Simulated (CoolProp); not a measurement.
Vapour-liquid equilibrium of propane (1) + cyclopropane (2) at 28.85 °C; x and y are mole fractions of (1).

Model: multi-fluid Helmholtz-energy mixture model, Lemmon 2009 and Polt 1992; pair parameters Bell 2016, in CoolProp. This equation is an older, rougher fit; its heat capacities, sound speeds and derivatives of the liquid may be far off and weren't checked against measurements.

| x | bubble pressure, mixture model (MPa) | bubble pressure, Raoult's law (MPa) | y, mixture model | y, Raoult's law |
|---|---|---|---|---|
| 0.05 | 0.8262 | 0.8151 | 0.072 | 0.064 |
| 0.15 | 0.8694 | 0.8397 | 0.202 | 0.187 |
| 0.25 | 0.9080 | 0.8643 | 0.316 | 0.303 |
| 0.35 | 0.9420 | 0.8889 | 0.418 | 0.413 |
| 0.45 | … | 0.9135 | 0.512 | 0.517 |
| 0.55 | 0.9965 | 0.9381 | 0.601 | 0.615 |
| 0.65 | 1.017 | 0.9627 | … | 0.708 |
| 0.75 | 1.033 | 0.9873 | 0.771 | 0.797 |
| 0.85 | 1.044 | 1.012 | … | 0.881 |
| 0.95 | 1.049 | 1.036 | 0.951 | 0.961 |

Problem. What belongs in the gaps?

Solution. 
- 0.45, bubble pressure, mixture model (MPa): 0.9715
- 0.65, y, mixture model: 0.686
- 0.85, y, mixture model: 0.858

The largest gap from Raoult's law is +6.3 % in bubble pressure, at x = 0.45. No azeotrope shows between x = 0.05 and 0.95.

The pair parameters rest on a limited set of measurements; away from them the model extrapolates.
